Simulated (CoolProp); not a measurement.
Vapour-liquid equilibrium of R22 (1) + ethanol (2) at 284.9 K; x and y are mole fractions of (1).

The numbers come from the multi-fluid Helmholtz-energy mixture model, Kamei 1995 and Schroeder 2014; pair parameters Bell 2016 in CoolProp.

| x | bubble pressure (MPa) | y at the bubble point | dew pressure at overall composition x (MPa) | liquid density (mol/L) |
|---|---|---|---|---|
| 0.05 | 0.06180 | 0.944 | 0.003710 | 17.22 |
| 0.15 | 0.1847 | (withheld) | 0.004146 | (withheld) |
| 0.25 | 0.3007 | 0.990 | 0.004698 | 16.89 |
| 0.35 | 0.3972 | (withheld) | (withheld) | 16.69 |
| 0.45 | 0.4693 | 0.994 | 0.006403 | (withheld) |
| 0.55 | (withheld) | 0.995 | 0.007822 | (withheld) |
| 0.65 | (withheld) | 0.996 | 0.01005 | 15.89 |
| 0.75 | 0.5884 | 0.996 | 0.01404 | 15.54 |
| 0.85 | 0.6262 | 0.997 | 0.02330 | 15.12 |
| 0.95 | 0.6804 | 0.999 | 0.06853 | 14.63 |

Complete the blanks.


- 0.15, y at the bubble point: 0.982
- 0.15, liquid density (mol/L): 17.06
- 0.35, y at the bubble point: 0.993
- 0.35, dew pressure at overall composition x (MPa): 0.005420
- 0.45, liquid density (mol/L): 16.46
- 0.55, bubble pressure (MPa): 0.5199
- 0.55, liquid density (mol/L): 16.20
- 0.65, bubble pressure (MPa): 0.5564

No azeotrope shows between x = 0.05 and 0.95.

The pair parameters rest on a limited set of measurements; away from them the model extrapolates. With so large a gap from Raoult's law the liquid may split in two, which this calculation doesn't test in full.
